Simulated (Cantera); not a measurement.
**Thermodynamics of abatement and gas-phase synthesis, feed NH₃ + SO₂ + H₂**

Charge: 1 mol NH₃, a varied amount of SO₂, 5.2 mol H₂, at 2977 °C and 1 atm.

Cantera equilibrium calculation (NASA polynomials, part measured and part estimated; ideal gas, pure solids and liquids). Candidate condensed phases: H₂O, H₂SO₄, S; 35 gas species. Kinetics and transport are ignored.

```tsv
n(SO₂) (mol)	log p H₂	log p H	log p N₂	log p H₂O	log p S	log p SH	log p OH
0.053	-0.17	-0.58	-1.22	-1.97	-2.45	-2.64	-2.78
0.067	-0.18	-0.58	-1.22	-1.87	-2.35	-2.55	-2.68
0.085	-0.18	-0.58	-1.22	-1.77	-2.26	-2.45	-2.58
0.11	-0.18	-0.59	-1.22	-1.67	-2.15	-2.35	-2.47
0.14	-0.19	-0.59	-1.22	-1.57	-2.06	-2.26	-2.37
0.17	-0.20	-0.59	-1.22	-1.49	-1.98	-2.19	-2.29
0.22	-0.20	-0.60	-1.22	-1.39	-1.89	-2.10	-2.18
0.28	-0.22	-0.60	-1.23	-1.29	-1.80	-2.02	-2.08
```
log p: log10 of the partial pressure in bar; nothing condenses.

From 0.053 mol SO₂ to 0.28 mol SO₂ nothing is condensed.
